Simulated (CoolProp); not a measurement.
Computed with CoolProp (reference Helmholtz-energy equation of state, Eisenbach 2021).

### Question
Give the vapour pressure (kPa), liquid density (kg/m³), vapour Z of saturated propylene glycol at 528.1, 543.7, 559.3 K.

### Answer
```json
[
 {"T (K)": "528.1", "p (kPa)": "582", "liquid density (kg/m³)": "817", "vapour Z": "0.927"},
 {"T (K)": "543.7", "p (kPa)": "815", "liquid density (kg/m³)": "797", "vapour Z": "0.907"},
 {"T (K)": "559.3", "p (kPa)": "1120", "liquid density (kg/m³)": "775", "vapour Z": "0.883"}
]
```
